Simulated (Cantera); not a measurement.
An isothermal, constant-pressure homogeneous reactor starts with H₂ : O₂ = 0.23 : 1 (molar parts), at 1198 K and 10.00 Torr.

Detailed kinetics in Cantera: GRI-Mech 3.0 (53 species, 325 reactions). Radical loss at walls, strong at low pressure, is not modelled. The temperature is held fixed by assumption; the heat of reaction is taken as removed at once.

x: mole fraction; the columns are a selection and need not sum to one.

```csv
t (s),x H₂,x O₂,x H₂O₂,x H,x HO₂,x OH,x O
1.00e-5,0.187,0.813,<1e-12,1.25e-9,1.34e-9,1.08e-10,1.18e-10
5.37e-5,0.187,0.813,2.88e-12,6.74e-9,7.23e-9,1.92e-9,2.67e-9
0.000289,0.187,0.813,8.34e-11,2.68e-7,3.97e-8,1.09e-7,1.81e-7
0.00155,0.0183,0.715,___,0.0660,8.11e-6,0.0119,0.0587
0.00833,0.00554,0.741,3.29e-7,0.0295,8.91e-6,0.00783,0.0437
0.0447,0.000622,0.788,3.12e-7,0.000955,5.57e-6,0.00265,0.00446
0.240,2.08e-5,0.793,___,5.93e-6,6.15e-7,0.000489,0.000151
1.29,1.49e-6,0.794,___,1.18e-7,6.12e-8,0.000133,1.11e-5
6.93,1.85e-7,0.794,___,5.28e-9,1.42e-8,4.71e-5,1.40e-6
37.2,3.58e-8,0.794,6.72e-10,4.55e-10,1.52e-8,2.08e-5,2.72e-7
200,2.46e-8,0.794,4.99e-10,2.60e-10,1.73e-8,1.72e-5,1.87e-7
```

Problem. Fill in the missing entries.

Solution. 
- 0.00155, x H₂O₂: 4.01e-7
- 0.240, x H₂O₂: 7.37e-8
- 1.29, x H₂O₂: 1.39e-8
- 6.93, x H₂O₂: 2.71e-9
